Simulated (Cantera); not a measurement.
What does this Cantera script print?

```python
import numpy as np
import cantera as ct

gas = ct.Solution("gri30.yaml")


def delay(T, t_max=10):
    gas.TPX = T, 240000, {'CH4': 1, 'O2': 3.57, 'N2': 11.1, 'H2O': 2.1}
    reactor = ct.IdealGasReactor(gas, clone=False)
    net = ct.ReactorNet([reactor])
    net.rtol, net.atol = 1e-8, 1e-16
    while net.time < t_max:
        t_old, T_old = net.time, reactor.T
        net.step()
        if reactor.T > T + 400:  # ignition: a rise of 400 K
            return t_old + (T + 400 - T_old) / (reactor.T - T_old) * (net.time - t_old)
    return np.nan


taus = []
for T in [1225, 1275, 1325, 1375, 1425, 1475, 1525, 1575, 1625]:
    taus.append(delay(T))
    print(f"T0 = {T:6g} K   tau = {taus[-1]:.4e} s")
```

It prints:

```
T0 =   1225 K   tau = 1.0858e-02 s
T0 =   1275 K   tau = 5.8529e-03 s
T0 =   1325 K   tau = 3.2383e-03 s
T0 =   1375 K   tau = 1.8352e-03 s
T0 =   1425 K   tau = 1.0644e-03 s
T0 =   1475 K   tau = 6.3223e-04 s
T0 =   1525 K   tau = 3.8526e-04 s
T0 =   1575 K   tau = 2.4136e-04 s
T0 =   1625 K   tau = 1.5569e-04 s
```

Model: GRI-Mech 3.0 (53 species, 325 reactions), integrated in Cantera.
